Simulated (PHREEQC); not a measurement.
0.06 g of hydrous ferric oxide (600 m²/g; 0.2 weak and 0.005 strong sites per Fe, Dzombak-Morel constants, diffuse double layer) in 1 kg of water with 0.001 mol/kgw of an inert sodium salt and 8.9e-07 mol/kgw NaF, 2.1e-07 mol/kgw H3BO3 and 2.4e-06 mol/kgw ZnSO4, at 25 °C; the pH is set by adding NaOH or the inert anion's acid. Oxygen is held at 0.21 atm. CO2 from the air is kept out. Precipitation was switched off in this run.

Base run: PHREEQC, ion-association model, wateq4f.dat. Each further column changes one thing. The table gives F sorbed (%).

```json
[
 {"pH": "3", "base": "92.6", "no electrostatic term (-no_edl)": "0.1", "background salt from 0.001 to 0.0001 mol/kgw": "94.8", "oxide from 0.06 to 0.3 g/kgw": "98.5"},
 {"pH": "3.5", "base": "94.3", "no electrostatic term (-no_edl)": "0.2", "background salt from 0.001 to 0.0001 mol/kgw": "96.5", "oxide from 0.06 to 0.3 g/kgw": "98.9"},
 {"pH": "4", "base": "92.3", "no electrostatic term (-no_edl)": "0.3", "background salt from 0.001 to 0.0001 mol/kgw": "95.4", "oxide from 0.06 to 0.3 g/kgw": "98.5"},
 {"pH": "4.5", "base": "86.3", "no electrostatic term (-no_edl)": "0.3", "background salt from 0.001 to 0.0001 mol/kgw": "90.8", "oxide from 0.06 to 0.3 g/kgw": "97.2"},
 {"pH": "5", "base": "73.3", "no electrostatic term (-no_edl)": "0.3", "background salt from 0.001 to 0.0001 mol/kgw": "79.4", "oxide from 0.06 to 0.3 g/kgw": "93.9"},
 {"pH": "5.5", "base": "52.1", "no electrostatic term (-no_edl)": "0.3", "background salt from 0.001 to 0.0001 mol/kgw": "57.6", "oxide from 0.06 to 0.3 g/kgw": "85.9"},
 {"pH": "6", "base": "28.9", "no electrostatic term (-no_edl)": "0.3", "background salt from 0.001 to 0.0001 mol/kgw": "32.0", "oxide from 0.06 to 0.3 g/kgw": "69.1"},
 {"pH": "6.5", "base": "13.3", "no electrostatic term (-no_edl)": "0.4", "background salt from 0.001 to 0.0001 mol/kgw": "14.4", "oxide from 0.06 to 0.3 g/kgw": "43.8"},
 {"pH": "7", "base": "5.2", "no electrostatic term (-no_edl)": "0.4", "background salt from 0.001 to 0.0001 mol/kgw": "5.6", "oxide from 0.06 to 0.3 g/kgw": "20.9"},
 {"pH": "7.5", "base": "1.8", "no electrostatic term (-no_edl)": "0.4", "background salt from 0.001 to 0.0001 mol/kgw": "1.9", "oxide from 0.06 to 0.3 g/kgw": "8.0"},
 {"pH": "8", "base": "0.6", "no electrostatic term (-no_edl)": "0.4", "background salt from 0.001 to 0.0001 mol/kgw": "0.6", "oxide from 0.06 to 0.3 g/kgw": "2.8"},
 {"pH": "8.5", "base": "0.2", "no electrostatic term (-no_edl)": "0.4", "background salt from 0.001 to 0.0001 mol/kgw": "0.2", "oxide from 0.06 to 0.3 g/kgw": "0.9"},
 {"pH": "9", "base": "0.1", "no electrostatic term (-no_edl)": "0.2", "background salt from 0.001 to 0.0001 mol/kgw": "0.1", "oxide from 0.06 to 0.3 g/kgw": "0.3"}
]
```

Real BF4- forms and hydrolyses slowly; the run takes it at equilibrium. The oxide is taken as insoluble; below pH 4 it would dissolve.
